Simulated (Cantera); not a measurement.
A Cantera script and its output.

```python
import numpy as np
import cantera as ct

gas = ct.Solution("gri30.yaml")
gas.TPX = 1648, 1000000, {'CO': 1, 'H2': 0.32, 'O2': 2, 'N2': 7.52}
reactor = ct.IdealGasConstPressureReactor(gas, energy="on", clone=False)
net = ct.ReactorNet([reactor])
net.rtol, net.atol = 1e-08, 1e-16
show = ['CO', 'H2', 'O2', 'CO2', 'NO2', 'H2O']
times = np.geomspace(3e-06, 0.6, 12)

steps = ct.SolutionArray(gas, extra=["t"])
rows = []
print(f"{'t/s':>10s}{'T/K':>9s}{'P/Pa':>11s}" + "".join(f"{s:>11s}" for s in show))
for t in times:
    while net.time < t:
        t_next = net.step()
        steps.append(gas.state, t=t_next)
    rows.append([np.interp(t, steps.t, y) for y in (steps.T, steps.P, *steps(*show).X.T)])
    print(f"{t:10.3e}{rows[-1][0]:9.1f}{rows[-1][1]:11.4g}" + "".join(f"{x:11.3e}" for x in rows[-1][2:]))
rate = np.gradient(steps.T, steps.t)
print("integrator steps:", len(steps.t))
if steps.T.max() > steps.T[0] + 200:
    print(f"time of steepest temperature rise: {steps.t[rate.argmax()]:.4e} s")
gas.TPX = 1648, 1000000, {'CO': 1, 'H2': 0.32, 'O2': 2, 'N2': 7.52}
gas.equilibrate("HP")
print(f"equilibrium (HP): T = {gas.T:.1f} K  " + "  ".join(f"{s} {gas[s].X[0]:.3e}" for s in show))
```

It prints:

```
       t/s      T/K       P/Pa         CO         H2         O2        CO2        NO2        H2O
 3.000e-06   1846.5      1e+06  7.574e-02  1.093e-03  1.567e-01  1.778e-02  3.818e-08  2.499e-02
 9.100e-06   2220.5      1e+06  2.878e-02  8.567e-04  1.365e-01  6.716e-02  2.330e-07  2.534e-02
 2.760e-05   2447.6      1e+06  7.630e-03  3.028e-04  1.316e-01  8.990e-02  6.409e-07  2.815e-02
 8.373e-05   2496.9      1e+06  3.183e-03  1.554e-04  1.308e-01  9.470e-02  9.378e-07  2.914e-02
 2.540e-04   2497.2      1e+06  3.035e-03  1.509e-04  1.305e-01  9.486e-02  2.240e-06  2.918e-02
 7.703e-04   2494.1      1e+06  2.994e-03  1.492e-04  1.297e-01  9.490e-02  5.979e-06  2.921e-02
 2.337e-03   2486.3      1e+06  2.898e-03  1.451e-04  1.276e-01  9.501e-02  1.511e-05  2.927e-02
 7.088e-03   2474.3      1e+06  2.755e-03  1.389e-04  1.245e-01  9.517e-02  2.901e-05  2.936e-02
 2.150e-02   2468.8      1e+06  2.691e-03  1.361e-04  1.231e-01  9.524e-02  3.543e-05  2.941e-02
 6.521e-02   2468.6      1e+06  2.688e-03  1.360e-04  1.230e-01  9.525e-02  3.565e-05  2.941e-02
 1.978e-01   2468.6      1e+06  2.688e-03  1.360e-04  1.230e-01  9.525e-02  3.565e-05  2.941e-02
 6.000e-01   2468.6      1e+06  2.688e-03  1.360e-04  1.230e-01  9.525e-02  3.565e-05  2.941e-02
integrator steps: 1205
time of steepest temperature rise: 2.1453e-06 s
equilibrium (HP): T = 2468.6 K  CO 2.688e-03  H2 1.360e-04  O2 1.230e-01  CO2 9.525e-02  NO2 3.565e-05  H2O 2.941e-02
```

Cantera simulation using GRI-Mech 3.0 (53 species, 325 reactions); the numbers are that mechanism's predictions, not measurements. The hydrogen kinetics of GRI-Mech 3.0 are dated; newer H2 mechanisms differ, most at raised pressure.
